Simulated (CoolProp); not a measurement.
The numbers come from the reference Helmholtz-energy equation of state, Lemmon 2006 in CoolProp. It is a short technical equation, of lower accuracy than the large ones.

**Question.** For carbonyl sulfide, give the phase and the Z, cv (kJ/(kg K)), speed of sound (m/s), Joule-Thomson coefficient (K/MPa) at 620 K and 7140 kPa.

**Answer.** 
- 620 K and 7140 kPa: supercritical; Z 0.935, cv 0.735, speed of sound 312, Joule-Thomson coefficient 3.71
